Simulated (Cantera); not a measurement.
Charge: 1 mol Cr₂O₃, 0.84 mol H₂, 11 mol N₂, equilibrated at 0.0100 bar.

Method: chemical equilibrium by Gibbs-energy minimisation in Cantera with the NASA 1993 tables (ideal gas, pure condensed phases). Candidate condensed phases: Cr, CrN, Cr₂N, Cr₂O₃, H₂O; 29 gas species. Mutual solubility and eutectic melting of coexisting phases are not modelled. Equilibrium is a limit: real reactors are often held back by kinetics, nucleation or transport.

x: gas mole fraction; n: condensed amount in mol.

```tsv
T (°C)	x N₂	x H₂	x H₂O	x Cr	x H	n Cr₂O₃(s)	n Cr₂N(s)
477	0.929	0.0709	3.53e-7	<1e-12	<1e-12	1.000	0
677	0.929	0.0709	2.13e-6	<1e-12	?	1.000	0
877	0.929	0.0709	8.22e-6	1.59e-9	?	1.000	0
1077	0.929	0.0709	3.10e-5	1.64e-6	?	1.000	0.000113
1277	0.929	0.0707	0.000156	0.000104	?	0.999	0
1477	0.928	0.0694	0.00115	0.000768	?	0.995	0
1677	0.924	0.0637	0.00539	0.00355	?	0.978	0
```

Question: Some entries are withheld; supply them.

Answer: 
- 677, x H: 1.48e-9
- 877, x H: 1.99e-7
- 1077, x H: 6.35e-6
- 1277, x H: 8.38e-5
- 1477, x H: 0.000613
- 1677, x H: 0.00289
